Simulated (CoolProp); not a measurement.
Computed with CoolProp (reference Helmholtz-energy equation of state, Thol 2012).

Give the vapour pressure (bar), liquid cp (kJ/(kg K)), liquid viscosity (µPa s), vapour viscosity (µPa s) of saturated benzene at 457.8, 480.4 K.


| T (K) | p (bar) | liquid cp (kJ/(kg K)) | liquid viscosity (µPa s) | vapour viscosity (µPa s) |
|---|---|---|---|---|
| 457.8 | 11.1 | 2.33 | 132 | 11.3 |
| 480.4 | 16.1 | 2.47 | 110 | 11.9 |

Viscosity comes from a separate model (Avgeri 2014).
